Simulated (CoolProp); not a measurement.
Saturation properties of R113 (Tc = 214.1 °C, pc = 3392 kPa, ω = 0.253).

Computed with CoolProp (reference Helmholtz-energy equation of state, Marx 1992).

```tsv
T (°C)	p (kPa)	vapour Z	surface tension (mN/m)
87.65	323.1	0.9057	10.4
91.55	356.2	0.8989	10.0
95.45	391.8	0.8918	9.64
99.45	431.0	0.8842	9.24
103.35	472.0	0.8765	8.85
107.35	517.1	0.8682	8.46
111.25	564.0	0.8598	8.08
115.15	614.0	0.8511	7.70
119.15	668.7	0.8417	7.31
123.05	725.4	0.8322	6.94
126.95	785.6	0.8224	6.58
130.95	851.1	0.8118	6.20
134.85	918.8	0.8011	5.85
```

It boils at 47.6 °C under 1 atm.

Surface tension comes from a separate correlation (Mulero 2012).
